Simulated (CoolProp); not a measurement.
Vapour pressure (MPa) of cyclopropane: the reference equation beside estimates from Tc = 398.7 K, pc = 5.605 MPa, ω = 0.131. Clausius-Clapeyron is anchored at 311.2 K with a constant enthalpy of vaporisation of 16.08 kJ/mol.

Values from CoolProp's reference Helmholtz-energy equation of state, Polt 1992. This equation is an older, rougher fit; its heat capacities, sound speeds and derivatives of the liquid may be far off and weren't checked against measurements.

```csv
T (K),reference,Clausius-Clapeyron,van der Waals
304.4,0.8546,0.8831,1.725
306.7,…,0.9262,1.788
309,0.9606,0.9707,1.853
311.2,1.015,1.015,…
313.5,1.073,1.062,1.983
315.7,1.132,1.108,2.049
318,1.195,…,2.119
320.3,1.262,1.210,2.191
322.5,1.328,1.261,2.261
324.8,1.399,1.316,2.336
327,…,1.370,2.409
329.3,1.547,1.428,2.487
331.5,1.623,1.484,…
333.8,1.706,1.545,2.643
```

Task: What belongs in the gaps?

Result: 
- 306.7, reference: 0.9064
- 311.2, van der Waals: 1.916
- 318, Clausius-Clapeyron: 1.159
- 327, reference: 1.470
- 331.5, van der Waals: 2.563

Absolute difference from the reference over all 14 rows, mean and median: Clausius-Clapeyron 4.3 and 3.7 %, van der Waals 76.6 and 75.5 %.
